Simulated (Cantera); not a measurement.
An isothermal, constant-pressure homogeneous reactor starts with NO : N₂ = 1 : 0.64 (molar parts), at 1850 K and 20.0 Torr. Integrator tolerance rtol = 1e-08.

Detailed kinetics in Cantera: GRI-Mech 3.0 (53 species, 325 reactions). Radical loss at walls, strong at low pressure, is not modelled.

**Question.** What does this change do: NO 1 to 2.5 parts?

**Answer.** 
| quantity | before | after |
|---|---|---|
| x(NO) at 70.0 s | 0.142 (gas-phase equilibrium 0.00553) | 0.144 (gas-phase equilibrium 0.00588) |
| x(O₂) at 70.0 s | 0.234 (gas-phase equilibrium 0.302) | 0.325 (gas-phase equilibrium 0.395) |
| x(N₂O) at 70.0 s | 5.47e-6 (gas-phase equilibrium 4.83e-8) | 5.32e-6 (gas-phase equilibrium 4.78e-8) |
| x(NO₂) at 70.0 s | 5.48e-5 (gas-phase equilibrium 2.45e-6) | 6.59e-5 (gas-phase equilibrium 2.98e-6) |
| x(N₂) at 70.0 s | 0.624 (gas-phase equilibrium 0.692) | 0.530 (gas-phase equilibrium 0.599) |
| x(O) at 70.0 s | 0.000581 (gas-phase equilibrium 0.000653) | 0.000684 (gas-phase equilibrium 0.000746) |
